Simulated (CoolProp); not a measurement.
R114 along the isobar 14300 kPa: Z from the reference equation and from simpler models built on Tc = 420.6 K, pc = 3352 kPa, ω = 0.252; each cubic takes its own stable root.

Model: reference Helmholtz-energy equation of state, Platzer 1990, in CoolProp. This equation is an older, rougher fit; its heat capacities, sound speeds and derivatives of the liquid may be far off and weren't checked against measurements.

```tsv
T (K)	phase	reference
310.5	liquid	0.6410
327.7	liquid	0.6263
344.9	liquid	0.6148
362.1	liquid	0.6064
379.4	liquid	0.6010
396.6	liquid	0.5989
413.8	liquid	0.6000
431.1	supercritical	0.6048
448.3	supercritical	0.6135
465.5	supercritical	0.6265
482.8	supercritical	0.6442
500	supercritical	0.6662
```

How far does each simpler model (van der Waals, Redlich-Kwong, Soave-Redlich-Kwong, Peng-Robinson) lie from the reference over these 12 states: mean and median of the absolute difference, and the worst?


- van der Waals: mean 32.3 %, median 34.0 %, worst +45.0 % at 310.5 K and 14300 kPa
- Redlich-Kwong: mean 3.1 %, median 3.7 %, worst +4.1 % at 310.5 K and 14300 kPa
- Soave-Redlich-Kwong: mean 3.4 %, median 3.0 %, worst +6.2 % at 500 K and 14300 kPa
- Peng-Robinson: mean 7.0 %, median 7.8 %, worst -9.5 % at 327.7 K and 14300 kPa
